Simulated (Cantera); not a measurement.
A perfectly stirred reactor is fed with 1.85 % CH₄, 0.518 % C₂H₆, 10.4 % O₂, 87.2 % N₂, equivalence ratio 0.53, at 3750 Torr; it is adiabatic with a 525 K inlet, and is followed from long to short residence time, starting on the burning branch (τ in s: 0.46, 0.18, 0.075, 0.03, 0.012, 0.0049, 0.002, 0.0008, 0.00032, 0.00013, 5.3e-05, 2.1e-05, 8.6e-06).

Computed with Cantera and GRI-Mech 3.0 (53 species, 325 reactions).

Problem. Predict: blow-out, bracketed by the residence times tried; x(CH₄) at τ = 0.460 s; x(C₂H₆) at τ = 0.460 s; x(O₂) at τ = 0.460 s; x(NO) at τ = 0.460 s; x(C₂H₄) at τ = 0.460 s; x(CH₄) at τ = 2.00 ms; x(C₂H₆) at τ = 2.00 ms; x(O₂) at τ = 2.00 ms.

Solution. 
```
Quantity                                                                       Value
------------------------------------------------  ----------------------------------
blow-out, bracketed by the residence times tried  burning at 0.180 s, out at 75.0 ms
x(CH₄) at τ = 0.460 s                                                       0.000194
x(C₂H₆) at τ = 0.460 s                                                       1.36e-5
x(O₂) at τ = 0.460 s                                                          0.0502
x(NO) at τ = 0.460 s                                                         9.36e-9
x(C₂H₄) at τ = 0.460 s                                                       3.81e-5
x(CH₄) at τ = 2.00 ms                                                         0.0185
x(C₂H₆) at τ = 2.00 ms                                                       0.00518
x(O₂) at τ = 2.00 ms                                                           0.104
```
